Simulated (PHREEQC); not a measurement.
Solution A (0.0035 mol H3BO3 and 0.004 mol Na2CO3 per kg of water) is mixed with solution B (0.016 mol K2CO3, 0.00092 mol KNO3 and 0.00042 mol H3BO3 per kg of water) at 25 °C; shares are by mass of water, 1 kg in all. Oxygen alone is held at its pressure in air (log pO2 = -0.68). CO2 from the air is kept out. Precipitation was switched off in this run.

Computed with PHREEQC (ion-association model, phreeqc.dat).

```csv
share of solution B,pH,CO3-2 (mol/kgw),H2BO3- (mol/kgw),H3BO3 (mol/kgw)
0,9.78,0.00106,0.00277,0.000728
0.1,10.04,0.00210,0.00280,0.000392
0.2,10.24,0.00332,0.00265,0.000234
0.3,10.39,0.00462,0.00243,0.000149
0.4,10.51,0.00596,0.00217,9.92e-5
0.5,10.62,0.00733,0.00189,6.70e-5
0.6,10.71,0.00872,0.00161,4.53e-5
0.7,10.80,0.0101,0.00131,3.02e-5
0.8,10.88,0.0115,0.00102,1.94e-5
0.9,10.95,0.0129,0.000717,1.15e-5
1,11.01,0.0143,0.000414,5.68e-6
```
